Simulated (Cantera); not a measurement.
An adiabatic, constant-pressure homogeneous reactor starts with CH4 : O2 : N2 = 1 : 3.17 : 11.9 (molar parts), equivalence ratio 0.63, at 1475 K and 750 Torr. Integrator tolerance rtol = 1e-08.

Model: GRI-Mech 3.0 (53 species, 325 reactions), integrated in Cantera.

Problem. What does this change do: pressure from 750 Torr to 2480 Torr?

Solution. 
| quantity | before | after |
|---|---|---|
| time of steepest temperature rise | 1.27 ms | 0.501 ms |
| temperature at 0.200 s | 2533 K | 2577 K |
| equilibrium temperature | 2533 K | 2577 K |
| x(CH4) at 0.200 s | <1e-12 (gas-phase equilibrium <1e-12) | <1e-12 (gas-phase equilibrium <1e-12) |
| x(O2) at 0.200 s | 0.0663 (gas-phase equilibrium 0.0663) | 0.0654 (gas-phase equilibrium 0.0654) |
| x(CH2) at 0.200 s | <1e-12 (gas-phase equilibrium <1e-12) | <1e-12 (gas-phase equilibrium <1e-12) |
| x(C2H) at 0.200 s | <1e-12 (gas-phase equilibrium <1e-12) | <1e-12 (gas-phase equilibrium <1e-12) |
| x(C2H4) at 0.200 s | <1e-12 (gas-phase equilibrium <1e-12) | <1e-12 (gas-phase equilibrium <1e-12) |

Problem. What does this change do: pressure from 750 Torr to 10500 Torr?

Solution. 
```csv
quantity,before,after
time of steepest temperature rise,1.27 ms,0.149 ms
temperature at 0.200 s,2533 K,2619 K
equilibrium temperature,2533 K,2619 K
x(CH4) at 0.200 s,<1e-12 (gas-phase equilibrium <1e-12),<1e-12 (gas-phase equilibrium <1e-12)
x(O2) at 0.200 s,0.0663 (gas-phase equilibrium 0.0663),0.0646 (gas-phase equilibrium 0.0646)
x(CH2) at 0.200 s,<1e-12 (gas-phase equilibrium <1e-12),<1e-12 (gas-phase equilibrium <1e-12)
x(C2H) at 0.200 s,<1e-12 (gas-phase equilibrium <1e-12),<1e-12 (gas-phase equilibrium <1e-12)
x(C2H4) at 0.200 s,<1e-12 (gas-phase equilibrium <1e-12),<1e-12 (gas-phase equilibrium <1e-12)
```
The pressure lies above the range GRI-Mech 3.0 was tuned for (to about 10 atm).
